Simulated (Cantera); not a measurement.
Low-pressure radical oxidation in H2/O2

An isothermal, constant-pressure homogeneous reactor starts with H₂ : O₂ = 0.061 : 1 (molar parts), at 1250 K and 0.0133 bar.

Computed with Cantera and GRI-Mech 3.0 (53 species, 325 reactions). Radical loss at walls, strong at low pressure, is not modelled. The temperature is held fixed by assumption; the heat of reaction is taken as removed at once.

```csv
t (s),x H₂,x O₂,x O,x OH,x H,x H₂O₂
5.00e-6,0.0575,0.943,4.12e-11,4.06e-11,5.77e-10,<1e-12
1.66e-5,0.0575,0.943,4.06e-10,3.88e-10,1.69e-9,<1e-12
5.52e-5,0.0575,0.943,3.46e-9,3.01e-9,4.52e-9,1.33e-12
0.000183,0.0575,0.943,3.23e-8,2.39e-8,1.97e-8,1.46e-11
0.000610,0.0575,0.943,1.85e-6,1.29e-6,9.31e-7,1.61e-10
0.00203,0.00971,0.907,0.0258,0.00768,0.0117,2.41e-7
0.00673,0.00101,0.901,0.0348,0.00431,0.00802,9.11e-8
0.0224,0.000727,0.913,0.0242,0.00368,0.00471,9.27e-8
0.0743,0.000288,0.930,0.00919,0.00233,0.00111,8.35e-8
0.247,4.93e-5,0.939,0.00155,0.000971,7.72e-5,4.85e-8
0.820,5.94e-6,0.940,0.000187,0.000339,3.24e-6,1.74e-8
2.73,8.35e-7,0.941,2.64e-5,0.000128,1.72e-7,4.99e-9
9.06,1.56e-7,0.941,4.94e-6,5.52e-5,1.40e-8,1.38e-9
30.1,3.88e-8,0.941,1.24e-6,2.76e-5,1.75e-9,4.36e-10
100,1.91e-8,0.941,6.10e-7,1.94e-5,6.08e-10,2.52e-10
```
x: mole fraction; the columns are a selection and need not sum to one.

Equilibrium at this temperature and pressure: H₂ 1.84e-8, O₂ 0.941, O 5.85e-7, OH 1.90e-5, H 5.71e-10, H₂O₂ 2.44e-10 (gas phase only).
